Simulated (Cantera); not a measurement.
Input: 1 mol Ta₂O₅, 4.7 mol C, 0.33 mol H₂, at 435 Torr.

Equilibrium computed with Cantera from the NASA thermochemical tables; the gas is ideal and each condensed phase is pure. Candidate condensed phases: C, C₆H₆, C₇H₈, C₈H₁₈, H₂O, Ta, TaC, Ta₂O₅; 113 gas species. Mutual solubility and eutectic melting of coexisting phases are not modelled. TaC: taken at fixed stoichiometry. Condensed phases not in the tables: Ta₂C. Rates play no part.

log p: log10 of the partial pressure in bar; n: condensed amount in mol.

| T (K) | log p H₂ | log p CO | log p CH₄ | log p CO₂ | log p H₂O | log p H | log p C₂H₆ | n C(graphite) | n Ta₂O₅(s) | n TaC(s) |
|---|---|---|---|---|---|---|---|---|---|---|
| 975 | -0.27 | -3.68 | -1.43 | … | -4.17 | -9.07 | -6.45 | 4.68 | 1.000 | 0 |
| 1025 | -0.25 | -3.06 | -1.64 | … | -3.90 | -8.49 | -6.69 | 4.69 | 1.000 | 0.000217 |
| 1075 | -0.25 | -2.51 | -1.85 | … | -3.65 | -7.96 | -6.93 | 4.69 | 1.000 | 0.000746 |
| 1125 | -0.25 | -2.00 | -2.04 | … | -3.44 | -7.48 | -7.16 | 4.69 | 0.999 | 0.00237 |
| 1175 | -0.26 | -1.54 | -2.25 | … | -3.26 | -7.04 | -7.41 | 4.67 | 0.996 | 0.00703 |
| 1225 | -0.30 | -1.11 | -2.49 | … | -3.12 | -6.66 | -7.72 | 4.63 | 0.990 | 0.0203 |
| 1275 | -0.41 | -0.72 | -2.85 | … | -3.07 | -6.34 | -8.22 | 4.48 | 0.968 | 0.0639 |
| 1325 | -0.83 | -0.37 | -3.83 | … | -3.34 | -6.20 | -9.64 | 3.36 | 0.808 | 0.384 |
| 1375 | -1.29 | -0.28 | -5.05 | -3.03 | -3.73 | -6.11 | -11.52 | 0 | 0.328 | 1.34 |
| 1425 | -1.29 | -0.28 | -5.39 | -3.04 | -3.69 | -5.81 | -12.10 | 0 | 0.328 | 1.34 |
| 1475 | -1.29 | -0.28 | -5.71 | -3.04 | -3.65 | -5.53 | <-12 | 0 | 0.328 | 1.34 |
| 1525 | -1.29 | -0.28 | -6.00 | -3.04 | -3.62 | -5.27 | <-12 | 0 | 0.328 | 1.34 |
| 1575 | -1.29 | -0.28 | -6.28 | -3.04 | -3.59 | -5.02 | <-12 | 0 | 0.328 | 1.34 |

Problem. Complete the blanks.

Solution. 
- 975, log p CO₂: -7.38
- 1025, log p CO₂: -6.59
- 1075, log p CO₂: -5.88
- 1125, log p CO₂: -5.23
- 1175, log p CO₂: -4.64
- 1225, log p CO₂: -4.10
- 1275, log p CO₂: -3.60
- 1325, log p CO₂: -3.14
